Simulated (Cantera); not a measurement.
# Ignition delay

Mixture: CO : H₂ : O₂ : N₂ = 1 : 0.22 : 0.735 : 2.76 (molar parts), at 0.300 bar, adiabatic and at constant volume. Ignition delay is the time to a rise of 400 K.

Detailed kinetics in Cantera: GRI-Mech 3.0 (53 species, 325 reactions). Where the delays flatten at high temperature, the 400 K rule measures the pace of heat release, not the induction time.

```tsv
T0 (K)	delay (ms)
1325	0.251
1400	0.237
1475	0.238
1550	0.251
1625	0.273
```
